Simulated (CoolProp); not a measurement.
Vapour-liquid equilibrium of n-octane (1) + m-xylene (2) at 0.405 MPa; x and y are mole fractions of (1).

Computed with CoolProp (multi-fluid Helmholtz-energy mixture model, Beckmüller 2019 and Zhou 2012; pair parameters Bell 2016).

Task: Give the bubble temperature and the first vapour's composition at x = 0.2, 0.5, 0.95. Is there an azeotrope?

Result: x = 0.2: 195.4 °C, y = 0.252; x = 0.5: 190.4 °C, y = 0.565; x = 0.95: 184.7 °C, y = 0.959. No azeotrope shows between x = 0.05 and 0.95.

The pair parameters rest on a limited set of measurements; away from them the model extrapolates.
